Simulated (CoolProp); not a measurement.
Vapour pressure (MPa) of ethylene: the reference equation beside estimates from Tc = 282.4 K, pc = 5.042 MPa, ω = 0.087. Clausius-Clapeyron is anchored at 159 K with a constant enthalpy of vaporisation of 13.94 kJ/mol.

The numbers come from the reference Helmholtz-energy equation of state, Smukala 2000 in CoolProp.

```tsv
T (K)	reference	Lee-Kesler	Clausius-Clapeyron	van der Waals	Redlich-Kwong
131.1	0.004972	0.004970	0.005571	0.08339	0.003835
136.7	0.008717	0.008662	0.009408	0.1123	0.007202
142.3	0.01454	0.01440	0.01525	0.1478	0.01270
147.8	0.02302	0.02277	0.02364	0.1899	0.02103
153.4	0.03539	0.03499	0.03577	0.2409	0.03355
159	0.05257	0.05201	0.05257	0.3007	0.05134
164.5	0.07530	0.07460	0.07480	0.3688	0.07529
170.1	0.1057	0.1049	0.1046	0.4483	0.1077
175.7	0.1449	0.1440	0.1433	0.5388	0.1499
181.2	0.1933	0.1926	0.1914	0.6390	0.2023
186.8	0.2545	0.2539	0.2526	0.7530	0.2687
```

Absolute difference from the reference over all 11 rows, mean and median: Lee-Kesler 0.7 and 0.8 %, Clausius-Clapeyron 3.0 and 1.1 %, van der Waals 624.7 and 472.0 %, Redlich-Kwong 7.7 and 5.2 %.
